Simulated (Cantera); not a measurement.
What does this Cantera script print?

```python
import numpy as np
import cantera as ct

gas_names = """
    H H2 H2S Ni NiS S SH S2 S8
""".split()
cond_names = """
    Ni(cr) Ni(L) NiS(b) NiS(a) NiS(L) NiS2(s) NiS2(L) Ni3S2(I) Ni3S2(II) Ni3S2(L) Ni3S4(s) S(cr1) S(cr2)
    S(L)
""".split()


# ... load() reads the species with a 1 bar reference pressure and builds the phases ...
atoms = {
    'NiS': {'Ni': 1, 'S': 1},
    'H2': {'H': 2},
}
top_T = {'Ni3S4(s)': 620}  # K; cautious upper limits of use, not melting points


# ... equilibrate(T, P, feed) seeds the gas with the atoms and calls Mixture.equilibrate('TP', solver="vcs", rtol=1e-11, max_steps=5000) ...
results = []
feed = {'NiS': 1, 'H2': 83}  # mol
P = 430  # Pa
for T in [1698, 1748, 1798, 1848, 1898, 1948, 1998, 2048, 2098, 2148, 2198, 2248]:
    mix = equilibrate(T, P, feed)
    results.append((T, P, feed, dict(zip(mix.species_names, mix.species_moles))))

top = {s: max(r[3][s] / sum(r[3][g] for g in gas_names) for r in results) for s in gas_names}
cols = sorted((s for s in top if top[s] > 0.0001), key=lambda s: -top[s])[:6]
seen = [c for c in cond_names if any(r[3].get(c, 0) > 1e-12 for r in results)]
print("log10 of partial pressures in bar; condensed amounts in mol")
print(f"{'T/K':>10s}" + "".join(f"{s[:9]:>10s}" for s in cols + seen))
for T, P, feed, n in results:
    ng = sum(n[g] for g in gas_names)
    print(f"{T:10.4g}" + "".join(f"{np.log10(max(n[s] / ng * P / 1e5, 1e-99)):10.3f}" for s in cols)
          + "".join(f"{n.get(c, 0):10.4g}" for c in seen))
```

Output:

```
log10 of partial pressures in bar; condensed amounts in mol
       T/K        H2         H        Ni         S       H2S        SH    Ni(cr)     Ni(L)
      1698    -2.372    -5.026    -5.585    -5.993    -4.664    -5.160    0.9403         0
      1748    -2.373    -4.828    -5.224    -5.792    -4.736    -5.086         0    0.8673
      1798    -2.374    -4.640    -4.892    -5.610    -4.811    -5.024         0    0.7224
      1848    -2.377    -4.464    -4.578    -5.446    -4.892    -4.974         0     0.439
      1898    -2.381    -4.297    -4.322    -5.298    -4.978    -4.935         0         0
      1948    -2.383    -4.139    -4.318    -5.155    -5.054    -4.894         0         0
      1998    -2.386    -3.988    -4.315    -5.026    -5.136    -4.864         0         0
      2048    -2.391    -3.845    -4.313    -4.912    -5.223    -4.844         0         0
      2098    -2.396    -3.710    -4.313    -4.813    -5.317    -4.835         0         0
      2148    -2.404    -3.582    -4.315    -4.728    -5.418    -4.837         0         0
      2198    -2.413    -3.461    -4.318    -4.657    -5.527    -4.851         0         0
      2248    -2.425    -3.346    -4.322    -4.599    -5.645    -4.876         0         0
```

These are equilibrium values from Cantera (NASA tables, ideal gas, pure condensed phases), not measurements of a reactor.
